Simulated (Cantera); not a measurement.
Feed: 1 mol SiO₂, 9.7 mol HBr, 0.36 mol N₂, held at 100000 Pa.

These are equilibrium values from Cantera (NASA tables, ideal gas, pure condensed phases), not measurements of a reactor. Candidate condensed phases: Br₂, H₂O, Si, SiO₂, Si₂N₂O, Si₃N₄; 45 gas species. The tables hold silica as quartz up to 1696 K and as liquid above; real silica turns to tridymite and cristobalite and melts near 1996 K. The numbers say what is thermodynamically allowed, not how fast it happens.

Problem. At 1525 K, list the 7 most abundant gas species with their mole fractions, and the condensed phases.

Solution. HBr 0.930, N₂ 0.0355, Br 0.0183, H₂ 0.0121, Br₂ 0.00290, H₂O 0.000648, SiBr₄ 0.000318. Condensed: SiO₂(β-quartz).
